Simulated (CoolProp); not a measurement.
Vapour-liquid equilibrium of R125 (1) + R152A (2) at 214.4 K; x and y are mole fractions of (1).

Model: multi-fluid Helmholtz-energy mixture model, Lemmon 2005 and Outcalt 1996; pair parameters Bell 2016, in CoolProp.

```json
[
 {"x": "0.05", "bubble pressure, mixture model (MPa)": "0.01850", "bubble pressure, Raoult's law (MPa)": "0.01833", "y, mixture model": "0.164", "y, Raoult's law": "0.159"},
 {"x": "0.15", "bubble pressure, mixture model (MPa)": "(withheld)", "bubble pressure, Raoult's law (MPa)": "0.02253", "y, mixture model": "0.383", "y, Raoult's law": "0.388"},
 {"x": "0.25", "bubble pressure, mixture model (MPa)": "(withheld)", "bubble pressure, Raoult's law (MPa)": "0.02673", "y, mixture model": "0.530", "y, Raoult's law": "0.544"},
 {"x": "0.35", "bubble pressure, mixture model (MPa)": "(withheld)", "bubble pressure, Raoult's law (MPa)": "0.03093", "y, mixture model": "0.640", "y, Raoult's law": "0.659"},
 {"x": "0.45", "bubble pressure, mixture model (MPa)": "(withheld)", "bubble pressure, Raoult's law (MPa)": "0.03513", "y, mixture model": "(withheld)", "y, Raoult's law": "0.746"},
 {"x": "0.55", "bubble pressure, mixture model (MPa)": "0.03806", "bubble pressure, Raoult's law (MPa)": "0.03932", "y, mixture model": "0.801", "y, Raoult's law": "0.814"},
 {"x": "0.65", "bubble pressure, mixture model (MPa)": "0.04226", "bubble pressure, Raoult's law (MPa)": "0.04352", "y, mixture model": "0.862", "y, Raoult's law": "0.869"},
 {"x": "0.75", "bubble pressure, mixture model (MPa)": "0.04668", "bubble pressure, Raoult's law (MPa)": "0.04772", "y, mixture model": "0.913", "y, Raoult's law": "0.915"},
 {"x": "0.85", "bubble pressure, mixture model (MPa)": "0.05127", "bubble pressure, Raoult's law (MPa)": "0.05192", "y, mixture model": "0.954", "y, Raoult's law": "0.953"},
 {"x": "0.95", "bubble pressure, mixture model (MPa)": "(withheld)", "bubble pressure, Raoult's law (MPa)": "0.05612", "y, mixture model": "0.987", "y, Raoult's law": "0.986"}
]
```

Task: Complete the blanks.

Result: 
- 0.15, bubble pressure, mixture model (MPa): 0.02263
- 0.25, bubble pressure, mixture model (MPa): 0.02647
- 0.35, bubble pressure, mixture model (MPa): 0.03024
- 0.45, bubble pressure, mixture model (MPa): 0.03407
- 0.45, y, mixture model: 0.728
- 0.95, bubble pressure, mixture model (MPa): 0.05592

The largest gap from Raoult's law is -3.2 % in bubble pressure, at x = 0.55. No azeotrope shows between x = 0.05 and 0.95.

The pair parameters rest on a limited set of measurements; away from them the model extrapolates. The gap from Raoult's law changes sign with composition, which may be real or a fault of the pair parameters; it wasn't checked against measurements.
